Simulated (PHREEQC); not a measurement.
0.18 g of hydrous ferric oxide (600 m²/g; 0.2 weak and 0.005 strong sites per Fe, Dzombak-Morel constants, diffuse double layer) in 1 kg of water with 0.1 mol/kgw of an inert sodium salt and 0.46 mmol/kgw BaCl2 and 0.0021 mmol/kgw MgCl2, at 25 °C; the pH is set by adding NaOH or the inert anion's acid. Oxygen is held at 0.21 atm. No CO2 enters from the air. No solid was allowed to form.

The series has 17 steps of pH, from 3 to 9.

Model: ion-association model, wateq4f.dat, run in PHREEQC.

Q: Near which pH is half of the Mg sorbed, and on which side is more sorbed?

A: Near pH 8.4, with more sorbed at higher pH.

Species that the database lacks are ignored. The oxide is taken as insoluble; below pH 4 it would dissolve.
